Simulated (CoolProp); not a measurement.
Saturation properties of n-octane.

Values from CoolProp's reference Helmholtz-energy equation of state, Beckmüller 2019.

```tsv
T (K)	p (MPa)	vapour Z	vapour viscosity (µPa s)
381.9	0.06183	0.9602	7.23
385.5	0.06899	0.9570	7.29
389.1	0.07680	0.9537	7.36
392.7	0.08529	0.9501	7.42
396.3	0.09450	0.9464	7.48
399.9	0.1045	0.9425	7.55
403.5	0.1153	0.9384	7.61
407.1	0.1269	0.9342	7.68
```

It boils at 398.8 K under 1 atm.

Viscosity comes from a separate model (Huber 2004).
